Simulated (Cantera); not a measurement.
Cantera with NASA thermochemical tables; ideal gases at 1 bar, condensed phases pure. Values are per mole of reaction as written; species without (g) are pure solids or liquids, kept so even where they would boil at 1 bar.

2 V2O5 = 4 VO2(g) + O2(g)

```json
[
 {"T (K)": "998", "ΔH° (kJ)": "1974.7", "ΔS° (J/K)": "758.6", "ΔG° (kJ)": "1217.6", "log10 K": "-63.73"},
 {"T (K)": "1198", "ΔH° (kJ)": "1950.3", "ΔS° (J/K)": "736.3", "ΔG° (kJ)": "1068.2", "log10 K": "-46.57"},
 {"T (K)": "1398", "ΔH° (kJ)": "[?]", "ΔS° (J/K)": "[?]", "ΔG° (kJ)": "[?]", "log10 K": "[?]"},
 {"T (K)": "1598", "ΔH° (kJ)": "[?]", "ΔS° (J/K)": "[?]", "ΔG° (kJ)": "[?]", "log10 K": "[?]"},
 {"T (K)": "1798", "ΔH° (kJ)": "1879.9", "ΔS° (J/K)": "688.6", "ΔG° (kJ)": "641.8", "log10 K": "-18.65"},
 {"T (K)": "1998", "ΔH° (kJ)": "[?]", "ΔS° (J/K)": "[?]", "ΔG° (kJ)": "[?]", "log10 K": "[?]"},
 {"T (K)": "2198", "ΔH° (kJ)": "1834.5", "ΔS° (J/K)": "665.8", "ΔG° (kJ)": "371.1", "log10 K": "-8.82"},
 {"T (K)": "2398", "ΔH° (kJ)": "1812.1", "ΔS° (J/K)": "656.0", "ΔG° (kJ)": "239.0", "log10 K": "-5.21"}
]
```

Question: Fill in the missing entries.

Answer: 
- 1398, ΔH° (kJ): 1926.4
- 1398, ΔS° (J/K): 717.8
- 1398, ΔG° (kJ): 922.8
- 1398, log10 K: -34.48
- 1598, ΔH° (kJ): 1902.9
- 1598, ΔS° (J/K): 702.2
- 1598, ΔG° (kJ): 780.9
- 1598, log10 K: -25.52
- 1998, ΔH° (kJ): 1857.1
- 1998, ΔS° (J/K): 676.5
- 1998, ΔG° (kJ): 505.4
- 1998, log10 K: -13.21
